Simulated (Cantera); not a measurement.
A Cantera script and what it prints.

```python
import numpy as np
import cantera as ct

gas_names = [...]  # 109 gases of nasa_gas.yaml made of C, Cl, H, Si
cond_names = """
    C(gr) C6H6(L) C7H8(L) C8H18(L),n-octa Si(cr) Si(L) SiC(b)
""".split()


# ... load() reads the species with a 1 bar reference pressure and builds the phases ...
atoms = {
    'CCl4': {'C': 1, 'CL': 4},
    'H2': {'H': 2},
    'Si': {'Si': 1},
}
top_T = {'C(gr)': 4500, 'SiC(b)': 3050}  # K; cautious upper limits of use, not melting points


# ... equilibrate(T, P, feed) seeds the gas with the atoms and calls Mixture.equilibrate('TP', solver="vcs", rtol=1e-11, max_steps=5000) ...
results = []
feed = {'CCl4': 1, 'H2': 1.4, 'Si': 0.028}  # mol
P = 1.2  # Pa
for T in [1600, 1625, 1650, 1675, 1700, 1725, 1750, 1775, 1800, 1825, 1850]:
    mix = equilibrate(T, P, feed)
    results.append((T, P, feed, dict(zip(mix.species_names, mix.species_moles))))

top = {s: max(r[3][s] / sum(r[3][g] for g in gas_names) for r in results) for s in gas_names}
cols = sorted((s for s in top if top[s] > 0.001), key=lambda s: -top[s])[:6]
seen = [c for c in cond_names if any(r[3].get(c, 0) > 1e-12 for r in results)]
print("log10 of partial pressures in bar; condensed amounts in mol")
print(f"{'T/K':>10s}" + "".join(f"{s[:9]:>10s}" for s in cols + seen))
for T, P, feed, n in results:
    ng = sum(n[g] for g in gas_names)
    print(f"{T:10.4g}" + "".join(f"{np.log10(max(n[s] / ng * P / 1e5, 1e-99)):10.3f}" for s in cols)
          + "".join(f"{n.get(c, 0):10.4g}" for c in seen))
```

Result:

```
log10 of partial pressures in bar; condensed amounts in mol
       T/K       HCL        CL        H2         H     SiCL2     C(gr)
      1600    -5.074    -5.460    -7.962    -8.245    -7.130         1
      1625    -5.076    -5.458    -7.747    -8.025    -7.110         1
      1650    -5.078    -5.454    -7.542    -7.812    -7.098         1
      1675    -5.081    -5.450    -7.347    -7.609    -7.092         1
      1700    -5.086    -5.444    -7.165    -7.414    -7.088         1
      1725    -5.092    -5.435    -6.998    -7.230    -7.087         1
      1750    -5.101    -5.425    -6.845    -7.056    -7.088         1
      1775    -5.113    -5.411    -6.709    -6.893    -7.092         1
      1800    -5.128    -5.395    -6.589    -6.741    -7.097         1
      1825    -5.146    -5.377    -6.486    -6.599    -7.105    0.9999
      1850    -5.168    -5.358    -6.397    -6.467    -7.117    0.9999
```

Method: chemical equilibrium by Gibbs-energy minimisation in Cantera with the NASA 1993 tables (ideal gas, pure condensed phases). The tables' values for SiCl3, SiCl are old estimates; treat these amounts as uncertain.
